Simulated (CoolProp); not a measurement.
The fluid at 298.23 K and 1.37 MPa is compressed adiabatically to 3.62 MPa with isentropic efficiency 1. The same conditions are run with several fluids, on thermodynamics alone (safety and materials aside).

Values from CoolProp's reference Helmholtz-energy equation of state of each fluid (nitrous oxide: Lemmon 2006; dry air: Lemmon 2000; CF4 (R14): Platzer 1990; C2F6 (R116): Lemmon 2006; R13: Platzer 1990). The equations of Platzer and Polt are older, rougher fits. Blends and air are pseudo-pure fits.

Task: Rank nitrous oxide, dry air, CF4 (R14), C2F6 (R116), R13 by work (kJ/kg), highest first.

Result: dry air (96.1), nitrous oxide (55.7), CF4 (R14) (27.6), R13 (20.4), C2F6 (R116) (14.3)

```tsv
fluid	final temperature (K)	final phase	final density (kg/m³)
nitrous oxide	370.7	gas	57.4
dry air	394.5	gas	31.7
CF4 (R14)	343.9	gas	120
C2F6 (R116)	333.3	supercritical	257
R13	346.2	gas	170
```
